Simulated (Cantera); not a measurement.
Cantera run:

```python
import numpy as np
import cantera as ct

gas_names = [...]  # 110 gases of nasa_gas.yaml made of C, H, O
cond_names = """
    C(gr) C6H6(L) C7H8(L) C8H18(L),n-octa H2O(s) H2O(L)
""".split()


# ... load() reads the species with a 1 bar reference pressure and builds the phases ...
atoms = {
    'C2H5OH': {'C': 2, 'H': 6, 'O': 1},
    'O2': {'O': 2},
    'H2': {'H': 2},
}
top_T = {'C(gr)': 4500}  # K; cautious upper limits of use, not melting points


# ... equilibrate(T, P, feed) seeds the gas with the atoms and calls Mixture.equilibrate('TP', solver="vcs", rtol=1e-11, max_steps=5000) ...
results = []
feed = {'C2H5OH': 1, 'O2': 0.028, 'H2': 95}  # mol
P = 410  # Pa
for T in [2148, 2248, 2348, 2448, 2548, 2648, 2748, 2848, 2948]:
    mix = equilibrate(T, P, feed)
    results.append((T, P, feed, dict(zip(mix.species_names, mix.species_moles))))

top = {s: max(r[3][s] / sum(r[3][g] for g in gas_names) for r in results) for s in gas_names}
cols = sorted((s for s in top if top[s] > 1e-06), key=lambda s: -top[s])[:5]
seen = [c for c in cond_names if any(r[3].get(c, 0) > 1e-12 for r in results)]
print("log10 of partial pressures in bar; condensed amounts in mol")
print(f"{'T/K':>10s}" + "".join(f"{s[:9]:>10s}" for s in cols + seen))
for T, P, feed, n in results:
    ng = sum(n[g] for g in gas_names)
    print(f"{T:10.4g}" + "".join(f"{np.log10(max(n[s] / ng * P / 1e5, 1e-99)):10.3f}" for s in cols)
          + "".join(f"{n.get(c, 0):10.4g}" for c in seen))
```

Output:

```
log10 of partial pressures in bar; condensed amounts in mol
       T/K        H2         H        CO C2H2,acet         C     C(gr)
      2148    -2.421    -3.591    -4.373    -5.139    -9.228    0.5799
      2248    -2.443    -3.355    -4.383    -4.923    -8.453    0.3284
      2348    -2.478    -3.147    -4.399    -4.757    -7.754         0
      2448    -2.528    -2.965    -4.421    -4.789    -7.194         0
      2548    -2.602    -2.811    -4.450    -4.840    -6.677         0
      2648    -2.703    -2.684    -4.486    -4.929    -6.203         0
      2748    -2.835    -2.586    -4.525    -5.086    -5.782         0
      2848    -2.999    -2.515    -4.563    -5.348    -5.428         0
      2948    -3.189    -2.467    -4.595    -5.730    -5.148         0
```

Cantera equilibrium calculation (NASA polynomials, part measured and part estimated; ideal gas, pure solids and liquids).
